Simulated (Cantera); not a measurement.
A perfectly stirred reactor is fed with H2 : O2 = 0.035 : 1 (molar parts), at 0.0263 atm; it is held at 1100 K, and followed from long to short residence time.

Model: GRI-Mech 3.0 (53 species, 325 reactions), integrated in Cantera. Radical loss at walls, strong at low pressure, is not modelled. The temperature is held fixed by assumption; the heat of reaction is taken as removed at once.

```json
[
 {"quantity": "x(H2) at τ = 7.90 s", "before": "4.28e-5", "after": "1.93e-5"},
 {"quantity": "x(O2) at τ = 7.90 s", "before": "0.965", "after": "0.965"},
 {"quantity": "x(OH) at τ = 7.90 s", "before": "0.000176", "after": "0.000411"},
 {"quantity": "x(H2O2) at τ = 7.90 s", "before": "6.48e-8", "after": "2.84e-8"},
 {"quantity": "x(H) at τ = 7.90 s", "before": "4.91e-6", "after": "7.53e-6"},
 {"quantity": "x(H2) at τ = 42.0 ms", "before": "0.000871", "after": "0.000423"},
 {"quantity": "x(O2) at τ = 42.0 ms", "before": "0.960", "after": "0.954"},
 {"quantity": "x(OH) at τ = 42.0 ms", "before": "0.00111", "after": "0.00210"},
 {"quantity": "x(H2O2) at τ = 42.0 ms", "before": "1.90e-7", "after": "1.02e-7"},
 {"quantity": "x(H) at τ = 42.0 ms", "before": "0.000734", "after": "0.000930"}
]
```

Problem. What was changed between the two runs?
A) pressure from 0.0263 atm to 0.0326 atm
B) temperature 1100 to 1275 K
C) O2 1 to 6.7 parts
D) temperature 1100 to 1048 K

Solution. B, temperature 1100 to 1275 K
